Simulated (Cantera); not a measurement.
# MgO + C + CO (carbothermic reduction)

Feed: 1 mol MgO, a varied amount of C, 0.091 mol CO, held at 1825 °C and 0.000930 bar.

Cantera equilibrium calculation (NASA polynomials, part measured and part estimated; ideal gas, pure solids and liquids). Candidate condensed phases: C, Mg, MgCO3, MgO; 15 gas species. The numbers say what is thermodynamically allowed, not how fast it happens.

From 0.34 mol C to 0.78 mol C the condensed part is MgO(s). From 1.2 mol C to 4 mol C the condensed part is C(graphite). The main Mg-bearing gas is Mg throughout.

```json
[
 {"n(C) (mol)": "0.34", "log p CO": "-3.30", "log p Mg": "-3.38", "log p CO2": "-4.86", "log p MgO": "-6.89", "log p O": "-6.95", "log p O2": "-8.18", "log p C3": "<-15", "log p C": "<-15", "n MgO(s)": "0.648", "n C(graphite)": "0"},
 {"n(C) (mol)": "0.51", "log p CO": "-3.32", "log p Mg": "-3.36", "log p CO2": "-4.89", "log p MgO": "-6.89", "log p O": "-6.97", "log p O2": "-8.22", "log p C3": "<-15", "log p C": "<-15", "n MgO(s)": "0.474", "n C(graphite)": "0"},
 {"n(C) (mol)": "0.78", "log p CO": "-3.33", "log p Mg": "-3.35", "log p CO2": "-4.91", "log p MgO": "-6.89", "log p O": "-6.98", "log p O2": "-8.24", "log p C3": "<-15", "log p C": "<-15", "n MgO(s)": "0.197", "n C(graphite)": "0"},
 {"n(C) (mol)": "1.2", "log p CO": "-3.31", "log p Mg": "-3.35", "log p CO2": "-11.41", "log p MgO": "-13.41", "log p O": "-13.50", "log p O2": "<-15", "log p C3": "-9.56", "log p C": "-9.64", "n MgO(s)": "0", "n C(graphite)": "0.200"},
 {"n(C) (mol)": "1.8", "log p CO": "-3.31", "log p Mg": "-3.35", "log p CO2": "-11.41", "log p MgO": "-13.41", "log p O": "-13.50", "log p O2": "<-15", "log p C3": "-9.56", "log p C": "-9.64", "n MgO(s)": "0", "n C(graphite)": "0.800"},
 {"n(C) (mol)": "2.7", "log p CO": "-3.31", "log p Mg": "-3.35", "log p CO2": "-11.41", "log p MgO": "-13.41", "log p O": "-13.50", "log p O2": "<-15", "log p C3": "-9.56", "log p C": "-9.64", "n MgO(s)": "0", "n C(graphite)": "1.70"},
 {"n(C) (mol)": "4", "log p CO": "-3.31", "log p Mg": "-3.35", "log p CO2": "-11.41", "log p MgO": "-13.41", "log p O": "-13.50", "log p O2": "<-15", "log p C3": "-9.56", "log p C": "-9.64", "n MgO(s)": "0", "n C(graphite)": "3.00"}
]
```
log p: log10 of the partial pressure in bar; n: condensed amount in mol.
